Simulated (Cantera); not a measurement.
Charge: 1 mol SiHCl3, 5.8 mol H2, 0.016 mol Cl2, 0.0011 mol HCl, at 7.50 Torr.

Method: chemical equilibrium by Gibbs-energy minimisation in Cantera with the NASA 1993 tables (ideal gas, pure condensed phases). Candidate condensed phases: Si; 19 gas species. The tables' values for SiCl3, SiCl are old estimates; treat these amounts as uncertain. Gases not in the tables: Si2H6 and higher silanes. Rates play no part.

x: gas mole fraction; n: condensed amount in mol.

| T (K) | x H2 | x HCl | x SiCl2 | x SiCl4 | x SiHCl3 | x SiCl3 | n Si(s) | n Si(l) |
|---|---|---|---|---|---|---|---|---|
| 800 | 0.884 | 0.00419 | 2.04e-5 | 0.0932 | 0.0178 | 0.000131 | 0.217 | 0 |
| 900 | 0.878 | 0.0136 | 0.000286 | 0.0908 | 0.0166 | 0.000739 | 0.233 | 0 |
| 1000 | 0.862 | 0.0340 | 0.00227 | 0.0836 | 0.0150 | 0.00280 | 0.261 | 0 |
| 1100 | 0.833 | ___ | ___ | ___ | ___ | 0.00744 | 0.287 | 0 |
| 1200 | 0.791 | 0.111 | 0.0367 | 0.0405 | 0.00786 | 0.0130 | 0.272 | 0 |
| 1300 | 0.752 | 0.143 | 0.0728 | 0.0145 | 0.00347 | 0.0133 | 0.205 | 0 |
| 1400 | 0.735 | 0.155 | 0.0967 | 0.00333 | 0.00112 | 0.00870 | 0.148 | 0 |
| 1500 | 0.730 | 0.156 | 0.107 | 0.000706 | 0.000342 | 0.00488 | 0.118 | 0 |
| 1600 | 0.730 | 0.154 | 0.112 | ___ | ___ | 0.00277 | ___ | 0 |
| 1700 | 0.729 | 0.153 | 0.115 | 4.69e-5 | 4.33e-5 | 0.00165 | 0 | 0.0870 |

Fill in the missing entries.


- 1600, x SiCl4: 0.000168
- 1600, x SiHCl3: 0.000115
- 1600, n Si(s): 0.0980
- 1100, x HCl: 0.0683
- 1100, x SiCl2: 0.0114
- 1100, x SiCl4: 0.0675
- 1100, x SiHCl3: 0.0121
